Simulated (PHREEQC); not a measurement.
Model water analysis in mg/L, 25 °C, pH 3.1, pe 9.4:

```
constituent    mg/L
-----------  ------
Na             47.9
K            0.0106
Ca             68.7
Mg             16.6
Cl             83.6
S(6) as SO4     300
Fe(3)           0.1
Sr            0.174
Cu(2)          1.62
Si as SiO2     2.61
Pb            0.648
Br            0.422
```

Valence states are taken as typed.

Model: ion-association model, phreeqc.dat, run in PHREEQC.

No solid was allowed to form.

### Question
Order these Cu species by the share of Cu that they hold, largest first: Cu+2, CuCl+, CuSO4.

### Answer
Cu+2 (82 %), CuSO4 (18 %), CuCl+ (0.34 %)

The pH is 3.10 and the ionic strength 0.0118 mol/kgw. Saturation is exceeded, for instance for Hematite (slow to form), Goethite (slow to form); the values hold only as long as no solid forms.
